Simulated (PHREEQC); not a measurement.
Solution A (2.8 mmol/kgw HF and 1.5 mmol/kgw H3BO3) is mixed with solution B (2.3 mmol/kgw KOH and 20 mmol/kgw K2CO3) at 25 °C; shares are by mass of water, 1 kg in all. Oxygen is held at 0.21 atm. The system is closed to CO2. Precipitation was switched off in this run.

All values are PHREEQC results (ion-association model, phreeqc.dat), not measurements.

Q: Predict pH, CO3-2 (mol/kgw), F- (mol/kgw), H3BO3 (mol/kgw) at share of solution B = 0.2, 0.4, 0.7, 0.8, 0.9.

A: 
| share of solution B | pH | CO3-2 (mol/kgw) | F- (mol/kgw) | H3BO3 (mol/kgw) |
|---|---|---|---|---|
| 0.2 | 9.82 | 0.00118 | 0.00224 | 0.000230 |
| 0.4 | 10.60 | 0.00591 | 0.00168 | 3.27e-5 |
| 0.7 | 11.11 | 0.0128 | 0.000840 | 4.97e-6 |
| 0.8 | 11.22 | 0.0149 | 0.000560 | 2.52e-6 |
| 0.9 | 11.32 | 0.0170 | 0.000280 | 1.00e-6 |

Real BF4- forms and hydrolyses slowly; the run takes it at equilibrium.
